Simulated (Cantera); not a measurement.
A freely propagating, adiabatic, planar premixed flame of 4.12 % CH4, 1.28 % C2H6, 16.3 % O2, 78.3 % N2, equivalence ratio 0.78, unburnt at 325 K and 0.500 bar; multicomponent+Soret transport, grid criteria slope 0.08 and curve 0.16, no radiation.

Model: GRI-Mech 3.0 (53 species, 325 reactions), integrated in Cantera. Burning velocities carry a grid error of a few per cent, more on coarse grids.

Q: Predict: laminar burning velocity; thermal thickness; peak x(OH); peak x(CO).

A: 
```
Item                          Value
------------------------  ---------
laminar burning velocity  21.6 cm/s
thermal thickness           1.32 mm
peak x(OH)                  0.00341
peak x(CO)                   0.0252
```
